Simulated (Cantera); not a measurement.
Feed: 1 mol NiS, 2.5 mol H2, equilibrated at 1950 K and 1.33 mbar.

Method: chemical equilibrium by Gibbs-energy minimisation in Cantera with the NASA 1993 tables (ideal gas, pure condensed phases). Candidate condensed phases: Ni, NiS, NiS2, Ni3S2, Ni3S4, S; 9 gas species. Kinetics and transport are ignored.

Question: What is the equilibrium state?

Answer: x(H2): 0.717
x(S2): 0.119
x(Ni): 0.0768
x(H): 0.0266
x(S): 0.0214
x(SH): 0.0186
x(NiS): 0.0150
x(H2S): 0.00612
n(Ni(l)): 0.692 mol
gas amount: 3.353 mol
log10 activity of NiS(l) (absent): -1.44
log10 activity of S(l) (absent): -3.45
log10 activity of NiS2(l) (absent): -5.08
